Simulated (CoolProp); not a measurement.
Vapour pressure (bar) of isobutene: the reference equation beside estimates from Tc = 418.1 K, pc = 40.16 bar, ω = 0.193. Clausius-Clapeyron is anchored at 234.7 K with a constant enthalpy of vaporisation of 23.56 kJ/mol.

Values from CoolProp's reference Helmholtz-energy equation of state, Lemmon 2005. It is a short technical equation, of lower accuracy than the large ones.

```csv
T (K),reference,Clausius-Clapeyron,van der Waals,Redlich-Kwong,Soave-Redlich-Kwong,Peng-Robinson
202.7,0.03340,0.03629,0.9030,0.05853,0.03292,0.03577
208,0.04879,0.05181,1.079,0.08458,0.04806,0.05173
213.4,0.07019,0.07314,1.281,0.1202,0.06913,0.07374
218.7,0.09828,0.1009,1.506,0.1660,0.09681,0.1024
224,0.1351,0.1371,1.756,0.2250,0.1331,0.1399
229.4,0.1835,0.1846,2.041,0.3011,0.1810,?
234.7,0.2440,0.2440,?,0.3943,0.2409,0.2498
240,0.3198,?,2.689,0.5087,0.3159,0.3258
245.4,0.4154,0.4131,3.069,0.6503,0.4108,0.4215
250.7,0.5302,?,3.476,0.8170,0.5250,0.5362
256,0.6689,0.6664,3.918,1.015,?,0.6745
261.4,0.8382,0.8376,4.407,1.251,0.8321,0.8431
```

Q: Fill in the missing entries.

A: 
- 229.4, Peng-Robinson: 0.1889
- 234.7, van der Waals: 2.350
- 240, Clausius-Clapeyron: 0.3186
- 250.7, Clausius-Clapeyron: 0.5273
- 256, Soave-Redlich-Kwong: 0.6631

Absolute difference from the reference over all 12 rows, mean and median: Clausius-Clapeyron 2.1 and 0.6 %, van der Waals 1149.5 and 937.7 %, Redlich-Kwong 62.6 and 62.8 %, Soave-Redlich-Kwong 1.2 and 1.3 %, Peng-Robinson 3.1 and 2.7 %.
